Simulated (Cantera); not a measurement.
# N2O furnace oxynitridation

An isothermal, constant-pressure homogeneous reactor starts with 81.3 % N2O, 18.7 % O2, at 1223 K and 44.3 Torr.

Computed with Cantera and GRI-Mech 3.0 (53 species, 325 reactions). GRI-Mech 3.0 was tuned for natural gas; its chemistry of N2O as a main component is partial and can be far from experiment. The mechanism lacks the step 2 NO + O2 → 2 NO2, which can matter for NO2 below about 1400 K. The temperature is held fixed by assumption; the heat of reaction is taken as removed at once.

```json
[
 {"t (s)": "3.00e-6", "x N2O": "0.813", "x O2": "0.187", "x NO": "2.02e-10", "x NO2": "<1e-12", "x O": "6.70e-8", "x N2": "6.87e-8"},
 {"t (s)": "1.44e-5", "x N2O": "0.813", "x O2": "0.187", "x NO": "4.47e-9", "x NO2": "<1e-12", "x O": "3.05e-7", "x N2": "3.42e-7"},
 {"t (s)": "6.86e-5", "x N2O": "0.813", "x O2": "0.187", "x NO": "8.82e-8", "x NO2": "<1e-12", "x O": "1.17e-6", "x N2": "1.90e-6"},
 {"t (s)": "0.000328", "x N2O": "0.813", "x O2": "0.187", "x NO": "1.14e-6", "x NO2": "<1e-12", "x O": "2.45e-6", "x N2": "1.19e-5"},
 {"t (s)": "0.00157", "x N2O": "0.813", "x O2": "0.187", "x NO": "7.54e-6", "x NO2": "2.59e-11", "x O": "2.59e-6", "x N2": "6.48e-5"},
 {"t (s)": "0.00751", "x N2O": "0.813", "x O2": "0.187", "x NO": "3.83e-5", "x NO2": "6.60e-10", "x O": "2.59e-6", "x N2": "0.000318"},
 {"t (s)": "0.0359", "x N2O": "0.811", "x O2": "0.188", "x NO": "0.000185", "x NO2": "1.46e-8", "x O": "2.59e-6", "x N2": "0.00153"},
 {"t (s)": "0.172", "x N2O": "0.802", "x O2": "0.190", "x NO": "0.000882", "x NO2": "2.56e-7", "x O": "2.59e-6", "x N2": "0.00727"},
 {"t (s)": "0.822", "x N2O": "0.763", "x O2": "0.199", "x NO": "0.00408", "x NO2": "2.44e-6", "x O": "2.59e-6", "x N2": "0.0337"},
 {"t (s)": "3.93", "x N2O": "0.605", "x O2": "0.239", "x NO": "0.0169", "x NO2": "1.23e-5", "x O": "2.57e-6", "x N2": "0.139"},
 {"t (s)": "18.8", "x N2O": "0.229", "x O2": "0.332", "x NO": "0.0470", "x NO2": "3.79e-5", "x O": "2.45e-6", "x N2": "0.392"},
 {"t (s)": "90.0", "x N2O": "0.00788", "x O2": "0.388", "x NO": "0.0626", "x NO2": "7.86e-5", "x O": "7.99e-7", "x N2": "0.541"}
]
```
x: mole fraction; the columns are a selection and need not sum to one.

Equilibrium at this temperature and pressure: N2O 4.08e-9, O2 0.422, NO 0.000284, NO2 1.48e-6, O 1.09e-7, N2 0.578 (gas phase only).
